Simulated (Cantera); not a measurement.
Low-pressure radical oxidation in H2/O2

An isothermal, constant-pressure homogeneous reactor starts with H2 : O2 : N2 = 0.0053 : 1 : 0.69 (molar parts), equivalence ratio 0.0027, at 1075 K and 20.0 Torr.

Cantera simulation using GRI-Mech 3.0 (53 species, 325 reactions); the numbers are that mechanism's predictions, not measurements. Radical loss at walls, strong at low pressure, is not modelled.

```csv
t (s),x H2,x O2,x N2O,x NO2,x NO,x OH
2.00e-5,0.00313,0.590,<1e-12,<1e-12,<1e-12,<1e-12
5.11e-5,0.00313,0.590,<1e-12,<1e-12,<1e-12,3.62e-12
0.000131,0.00313,0.590,<1e-12,<1e-12,<1e-12,1.70e-11
0.000334,0.00313,0.590,<1e-12,<1e-12,<1e-12,6.34e-11
0.000855,0.00313,0.590,<1e-12,<1e-12,<1e-12,2.18e-10
0.00219,0.00313,0.590,<1e-12,<1e-12,<1e-12,1.06e-9
0.00559,0.00313,0.590,<1e-12,<1e-12,<1e-12,2.14e-8
0.0143,0.00305,0.590,4.39e-12,<1e-12,<1e-12,3.12e-5
0.0366,1.89e-5,0.588,2.22e-9,<1e-12,1.38e-9,0.000164
0.0935,3.92e-6,0.588,6.48e-9,1.30e-12,2.55e-9,0.000100
0.239,1.32e-6,0.589,1.02e-8,2.55e-12,3.14e-9,5.90e-5
0.612,3.04e-7,0.589,1.24e-8,4.85e-12,3.43e-9,2.90e-5
1.56,5.72e-8,0.589,1.35e-8,8.22e-12,3.58e-9,1.30e-5
4.00,1.08e-8,0.589,1.40e-8,1.11e-11,3.66e-9,5.86e-6
```
x: mole fraction; the columns are a selection and need not sum to one.

Equilibrium at this temperature and pressure: H2 1.76e-11, O2 0.589, N2O 7.35e-10, NO2 7.37e-7, NO 8.16e-5, OH 2.56e-7 (gas phase only).
